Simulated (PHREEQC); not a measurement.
A solution holds 0.25 mol/kgw NaH2PO4 and 0.0006 mol/kgw Na2SO4, at 25 °C. Closed to the air; pH follows from the charge balance.

Equilibrium calculation in PHREEQC: ion-association model, phreeqc.dat.

```json
[
 {"quantity": "pH", "before": "4.38", "after": "4.09"},
 {"quantity": "ionic strength (mol/kgw)", "before": "0.252", "after": "0.564"},
 {"quantity": "SO4-2 (mol/kgw)", "before": "0.000447", "after": "0.000323"},
 {"quantity": "NaSO4- (mol/kgw)", "before": "0.000152", "after": "8.32e-5"},
 {"quantity": "HSO4- (mol/kgw)", "before": "6.63e-7", "after": "6.72e-7"}
]
```

Question: Name the change that produced these shifts.
A) NaH2PO4 left out
B) 0.16 mol/kgw CaCl2 added
C) NaH2PO4 from 0.25 to 0.125 mol/kgw
D) Na2SO4 from 0.0006 to 0.00066 mol/kgw
E) temperature from 25 to 90 °C

Answer: B, 0.16 mol/kgw CaCl2 added

This is a speciation only: nothing precipitates in the calculation.
